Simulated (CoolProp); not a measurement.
Vapour-liquid equilibrium of propylene (1) + R115 (2) at 1.66 MPa; x and y are mole fractions of (1).

Computed with CoolProp (multi-fluid Helmholtz-energy mixture model, Lemmon 2013 and Lemmon 2016; pair parameters Bell 2016).

```csv
x,"bubble temperature, mixture model (°C)","bubble temperature, Raoult's law (°C)","y, mixture model","y, Raoult's law"
0.05,…,49.6,0.075,0.061
0.125,45.5,48.8,0.178,0.151
0.2,…,48.0,0.270,0.237
0.275,41.2,47.3,0.352,0.321
0.35,39.6,46.5,0.425,0.401
0.425,38.4,45.7,0.490,0.480
0.5,37.5,45.0,0.550,0.555
0.575,36.9,44.3,0.606,0.628
0.65,36.5,43.5,…,0.699
0.725,36.5,42.8,…,0.767
0.8,36.8,42.1,0.778,0.834
0.875,37.6,41.4,0.847,0.898
0.95,38.9,40.8,0.932,0.960
```

### Question
Complete the blanks.

### Answer

- 0.05, bubble temperature, mixture model (°C): 48.2
- 0.2, bubble temperature, mixture model (°C): 43.1
- 0.65, y, mixture model: 0.661
- 0.725, y, mixture model: 0.717

The largest gap from Raoult's law is -7.5 K in bubble temperature, at x = 0.5. y crosses x between x = 0.65 and 0.725: the model has an azeotrope there.

The pair parameters rest on a limited set of measurements; away from them the model extrapolates.
